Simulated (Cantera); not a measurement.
An isothermal, constant-pressure homogeneous reactor starts with 11.8 % NH3, 88.2 % H2, at 1725 K and 79000 Pa.

Detailed kinetics in Cantera: the gas-phase N/H chemistry of the illustrative SiF4/NH3 mechanism in the Surface Chemkin manual (1991). Walls and surfaces, which speed up NH3 decomposition in real reactors, are not modelled.

Predict: x(NH3) at 20.0 s; x(H2) at 20.0 s; x(N2) at 20.0 s; x(NH) at 20.0 s; x(H) at 20.0 s.


```
Quantity                                              Value
----------------  -----------------------------------------
x(NH3) at 20.0 s     0.0134 (gas-phase equilibrium 5.68e-6)
x(H2) at 20.0 s         0.940 (gas-phase equilibrium 0.947)
x(N2) at 20.0 s       0.0466 (gas-phase equilibrium 0.0526)
x(NH) at 20.0 s    8.41e-8 (gas-phase equilibrium 3.81e-11)
x(H) at 20.0 s    0.000196 (gas-phase equilibrium 0.000205)
```
